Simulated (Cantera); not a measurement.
Input: 1 mol Fe2O3, 0.41 mol H2S, a varied amount of CO2, at 1848 K and 0.620 bar.

Points: n(CO2) (mol) = 0.065, 0.11, 0.19, 0.31, 0.53, 0.9, 1.5, 2.6, 4.3.

Cantera's Mixture.equilibrate('TP', solver="vcs", rtol=1e-11, max_steps=5000) on the NASA tables stopped like this:

```
*******************************************************************************
CanteraError thrown by VCS_SOLVE::solve_tp_inner:
vcs_solve_TP: ERROR on step change wt[127:FeC5O5(L)]: -8.673617379884035e-19 < 0.0
*******************************************************************************
```

### Question
What got this run through?

### Answer
This is not unique; one that fits is The failure is numerical, not chemical. The same input converged with solver="gibbs", rtol=1e-10, max_steps=50000, and the result passed a check of the equilibrium conditions:
```
T = 1848 K  P = 62000 Pa  n(CO2) = 0.065 mol  gas = 0.8443 mol
   x: H2O 4.311e-01  SO2 3.789e-01  CO2 5.364e-02  H2 4.659e-02  S2 3.835e-02  CO 2.324e-02  SO 1.644e-02  H2S 6.641e-03  S2O 2.225e-03  SH 2.097e-03
   condensed (mol): FeO(L) 2
T = 1848 K  P = 62000 Pa  n(CO2) = 0.11 mol  gas = 0.8925 mol
   x: H2O 4.090e-01  SO2 3.653e-01  CO2 8.632e-02  H2 4.344e-02  CO 3.675e-02  S2 3.325e-02  SO 1.557e-02  H2S 5.765e-03  S2O 1.963e-03  SH 1.885e-03
   condensed (mol): FeO(L) 2
T = 1848 K  P = 62000 Pa  n(CO2) = 0.19 mol  gas = 0.9781 mol
   x: H2O 3.752e-01  SO2 3.440e-01  CO2 1.375e-01  CO 5.654e-02  H2 3.850e-02  S2 2.568e-02  SO 1.417e-02  H2S 4.490e-03  S2O 1.569e-03  SH 1.559e-03
   condensed (mol): FeO(L) 2
T = 1848 K  P = 62000 Pa  n(CO2) = 0.31 mol  gas = 1.106 mol
   x: H2O 3.347e-01  SO2 3.173e-01  CO2 2.020e-01  CO 7.817e-02  H2 3.232e-02  S2 1.714e-02  SO 1.230e-02  H2S 3.080e-03  SH 1.168e-03  S2O 1.113e-03
   condensed (mol): FeO(L) 2
T = 1848 K  P = 62000 Pa  n(CO2) = 0.53 mol  gas = 1.336 mol
   x: CO2 2.964e-01  H2O 2.812e-01  SO2 2.785e-01  CO 9.991e-02  H2 2.364e-02  SO 9.402e-03  S2 7.593e-03  H2S 1.499e-03
   condensed (mol): FeO(L) 2
T = 1848 K  P = 62000 Pa  n(CO2) = 0.9 mol  gas = 1.716 mol
   x: CO2 4.191e-01  SO2 2.289e-01  H2O 2.242e-01  CO 1.052e-01  H2 1.404e-02  SO 5.755e-03  S2 1.578e-03
   condensed (mol): FeO(L) 2
T = 1848 K  P = 62000 Pa  n(CO2) = 1.5 mol  gas = 2.32 mol
   x: CO2 5.580e-01  SO2 1.735e-01  H2O 1.698e-01  CO 8.864e-02  H2 6.730e-03  SO 2.760e-03
   condensed (mol): FeO(L) 2
T = 1848 K  P = 62000 Pa  n(CO2) = 2.6 mol  gas = 3.42 mol
   x: CO2 6.967e-01  SO2 1.187e-01  H2O 1.171e-01  CO 6.350e-02  H2 2.663e-03  SO 1.084e-03
   condensed (mol): FeO(L) 2
T = 1848 K  P = 62000 Pa  n(CO2) = 4.3 mol  gas = 5.121 mol
   x: CO2 7.962e-01  SO2 7.962e-02  H2O 7.890e-02  CO 4.357e-02  H2 1.077e-03
   condensed (mol): FeO(L) 2
```

The gas is ideal and each condensed phase is pure. The tables' stoichiometric FeO is somewhat more stable than real wüstite, so its field is too wide. FeO: taken at fixed stoichiometry.
